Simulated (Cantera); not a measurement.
Feed: 1 mol CO2, 0.088 mol H2O, 1.5 mol N2, held at 22.0 bar.

Method: chemical equilibrium by Gibbs-energy minimisation in Cantera with the NASA 1993 tables (ideal gas, pure condensed phases). Candidate condensed phases: C, C6H6, C7H8, C8H18, H2O; 136 gas species. Rates play no part.

Task: At 1675 K, list the 7 most abundant gas species with their mole fractions, and the condensed phases.

Result: N2 0.579, CO2 0.386, H2O 0.0340, CO 0.000348, O2 0.000146, NO 5.95e-5, OH 1.34e-5. Condensed: gas only.
